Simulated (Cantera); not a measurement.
Input (Python, Cantera):

```python
import numpy as np
import cantera as ct

gas = ct.Solution("gri30.yaml")
gas.TPX = 475, 100000, {'C3H8': 1, 'O2': 3.57, 'N2': 13.4}
flame = ct.FreeFlame(gas, width=0.04)
flame.set_refine_criteria(ratio=3, slope=0.08, curve=0.16)
flame.transport_model = "unity-Lewis-number"
flame.solve(loglevel=0, auto=True)
z, T = flame.grid, flame.T
thick = (T[-1] - T[0]) / np.gradient(T, z).max()
show = ['C3H8', 'O2', 'HCN', 'HCO', 'C2H4', 'C2H6']
print(f"laminar burning velocity  {flame.velocity[0] * 100:.3f} cm/s")
print(f"burnt temperature         {T[-1]:.1f} K")
print(f"thermal thickness         {thick * 1e3:.4f} mm")
print(f"grid points               {len(z)}")
z0 = z[flame.heat_release_rate.argmax()]
print(f"{'z/mm':>9s}{'T/K':>9s}{'u/(m/s)':>9s}" + "".join(f"{s:>11s}" for s in show))
rows = []
for k in (-3, -2, -1.5, -1, -0.5, -0.25, 0, 0.25, 0.5, 1, 2, 4, 8):
    zz = z0 + k * thick
    rows.append([k * thick, np.interp(zz, z, T), np.interp(zz, z, flame.velocity),
                 *(np.interp(zz, z, flame.X[gas.species_index(s)]) for s in show)])
    print(f"{rows[-1][0] * 1e3:9.3f}{rows[-1][1]:9.1f}{rows[-1][2]:9.3f}" + "".join(f"{x:11.3e}" for x in rows[-1][3:]))
```

Result:

```
laminar burning velocity  46.550 cm/s
burnt temperature         2164.6 K
thermal thickness         0.4603 mm
grid points               144
     z/mm      T/K  u/(m/s)       C3H8         O2        HCN        HCO       C2H4       C2H6
   -1.381    475.5    0.466  5.562e-02  1.986e-01  1.421e-08  1.055e-17  5.379e-06  1.137e-06
   -0.921    480.4    0.471  5.539e-02  1.980e-01  1.397e-07  6.315e-15  5.287e-05  1.118e-05
   -0.690    499.8    0.491  5.446e-02  1.956e-01  6.470e-07  6.041e-13  2.443e-04  5.176e-05
   -0.460    615.4    0.611  4.887e-02  1.810e-01  3.709e-06  1.235e-10  1.391e-03  2.961e-04
   -0.230   1084.7    1.131  2.546e-02  1.195e-01  1.665e-05  1.238e-07  6.059e-03  1.194e-03
   -0.115   1481.5    1.611  7.196e-03  6.768e-02  2.785e-05  1.088e-05  8.166e-03  1.019e-03
    0.000   1851.0    2.072  9.909e-05  2.293e-02  4.001e-05  4.030e-05  1.991e-03  5.671e-05
    0.115   2001.5    2.252  2.721e-08  5.727e-03  3.738e-05  9.427e-06  4.879e-05  1.686e-07
    0.230   2039.0    2.293  1.889e-12  1.967e-03  2.451e-05  1.354e-06  5.794e-07  7.192e-10
    0.460   2064.8    2.318  3.618e-19  8.893e-04  9.248e-06  2.543e-07  6.860e-10  2.478e-13
    0.921   2092.4    2.344  2.075e-25  5.267e-04  1.889e-06  1.830e-07  2.122e-12  1.952e-17
    1.841   2120.4    2.370  9.716e-32  2.593e-04  2.151e-07  1.274e-07  1.357e-15  7.979e-21
    3.682   2142.8    2.391  5.601e-36  1.011e-04  1.984e-08  7.971e-08  6.100e-19  3.343e-24
```

Computed with Cantera and GRI-Mech 3.0 (53 species, 325 reactions). GRI-Mech 3.0 was tuned for natural gas; its chemistry of propane as a main component is partial and can be far from experiment. Unity Lewis numbers drop preferential diffusion, which matters most where H2 and H carry the flame. Burning velocities carry a grid error of a few per cent, more on coarse grids.
